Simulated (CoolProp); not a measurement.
Vapour-liquid equilibrium of propane (1) + cyclopropane (2) at 50.25 °C; x and y are mole fractions of (1).

Model: multi-fluid Helmholtz-energy mixture model, Lemmon 2009 and Polt 1992; pair parameters Bell 2016, in CoolProp. This equation is an older, rougher fit; its heat capacities, sound speeds and derivatives of the liquid may be far off and weren't checked against measurements.

```tsv
x	bubble pressure, mixture model (kPa)	bubble pressure, Raoult's law (kPa)	y, mixture model	y, Raoult's law
0.05	1390	1374	0.068	0.063
0.2	1483	1429	0.249	0.241
0.35	1563	1484	0.405	0.406
0.5	1627	1539	0.546	0.560
0.65	1676	1594	0.679	0.702
0.8	1709	1649	0.811	0.836
0.95	1723	1704	0.950	0.960
```

The largest gap from Raoult's law is +5.7 % in bubble pressure, at x = 0.5. No azeotrope shows between x = 0.05 and 0.95.

Pair parameters are fitted to limited data, so mixtures are less certain than the pure fluids.
